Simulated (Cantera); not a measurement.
A closed system holds: 1 mol C2F6, 6 mol H2, equilibrated at 6.45 Torr.

Equilibrium computed with Cantera from the NASA thermochemical tables; the gas is ideal and each condensed phase is pure. Candidate condensed phases: C, C6H6, C7H8, C8H18; 95 gas species. The feed counts by its element totals alone. Rates play no part. All values below are at 1450 K.

Base state: HF 0.667, H2 0.333, H 5.89e-5 (mole fractions); condensed: C(graphite).

Q: What changes in the equilibrium state with this change: 0.014 mol Cl2 added?

A: 
```json
[
 {"species": "HF", "before": "0.667", "after": "0.666"},
 {"species": "H2", "before": "0.333", "after": "0.331"},
 {"species": "HCl", "before": "0", "after": "0.00311"},
 {"species": "H", "before": "5.89e-5", "after": "5.87e-5"},
 {"species": "C(graphite), mol", "before": "2.00", "after": "2.00"}
]
```
